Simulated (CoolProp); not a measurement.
The numbers come from the reference Helmholtz-energy equation of state, Thol 2015 in CoolProp.

Task: For 1,2-dichloroethane, give the phase and the density (kg/m³), cv (kJ/(kg K)), isothermal compressibility (1/MPa), fugacity coefficient at 441.4 K and 54.5 bar; 478 K and 54.5 bar; 500 K and 54.5 bar.

Result: 
- 441.4 K and 54.5 bar: liquid; density 1020, cv 0.987, isothermal compressibility 0.00309, fugacity coefficient 0.149
- 478 K and 54.5 bar: liquid; density 945, cv 1.02, isothermal compressibility 0.00520, fugacity coefficient 0.263
- 500 K and 54.5 bar: liquid; density 893, cv 1.05, isothermal compressibility 0.00771, fugacity coefficient 0.349
